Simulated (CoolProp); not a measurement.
Values from CoolProp's reference Helmholtz-energy equation of state, Wagner 2002.

For water, give the phase and the density (kg/m³), cp (kJ/(kg K)), Joule-Thomson coefficient (K/MPa) at 1000 K and 12.3 MPa.


- 1000 K and 12.3 MPa: gas; density 27.5, cp 2.48, Joule-Thomson coefficient 2.31
